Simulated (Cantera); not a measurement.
Feed: 1 mol Fe3O4, 16 mol CO, held at 75.0 Torr.

Equilibrium computed with Cantera from the NASA thermochemical tables; the gas is ideal and each condensed phase is pure. Candidate condensed phases: C, Fe, Fe(CO)5, FeO, Fe2O3, Fe3O4; 15 gas species. Each liquid is taken as pure. Mutual solubility and eutectic melting of coexisting phases are not modelled. The tables' stoichiometric FeO is somewhat more stable than real wüstite, so its field is too wide. FeO: taken at fixed stoichiometry. The numbers say what is thermodynamically allowed, not how fast it happens.

Which condensed phases are stable at each of these points (T (K)): 1198, 1298, 1398, 1498, 1598, 1698, 1798, 1898, 1998, 2098, 2198?


| T (K) | condensed phases | Fe condensed (%) |
|---|---|---|
| 1198 | Fe(γ) + FeO(s) | 100.0 |
| 1298 | Fe(γ) + FeO(s) | 100.0 |
| 1398 | Fe(γ) + FeO(s) | 100.0 |
| 1498 | Fe(γ) + FeO(s) | 100.0 |
| 1598 | Fe(γ) + FeO(s) | 100.0 |
| 1698 | Fe(δ) + FeO(l) | 100.0 |
| 1798 | Fe(δ) + FeO(l) | 99.8 |
| 1898 | Fe(l) + FeO(l) | 99.4 |
| 1998 | Fe(l) + FeO(l) | 98.1 |
| 2098 | Fe(l) + FeO(l) | 94.3 |
| 2198 | FeO(l) | 85.8 |

From 1198 K to 1598 K the condensed part is Fe(γ) + FeO(s). From 1698 K to 1798 K the condensed part is Fe(δ) + FeO(l). From 1898 K to 2098 K the condensed part is Fe(l) + FeO(l). At 2198 K the condensed part is FeO(l).
